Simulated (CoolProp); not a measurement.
Methanol at 298.15 K and 0.012 MPa is throttled through a valve to 0.00581 MPa with no heat exchange. Each further row changes one setting.

Values from CoolProp's reference Helmholtz-energy equation of state, de Reuck 1993.

| case | temperature change (K) | final density (kg/m³) |
|---|---|---|
| as stated | [?] | 0.0766 |
| outlet pressure 0.00174 MPa | -6.1 | [?] |
| outlet pressure 0.00755 MPa | [?] | 0.0993 |

Question: Complete the blanks.

Answer: 
- as stated, temperature change (K): -4.2
- outlet pressure 0.00174 MPa, final density (kg/m³): 0.0230
- outlet pressure 0.00755 MPa, temperature change (K): -3.1
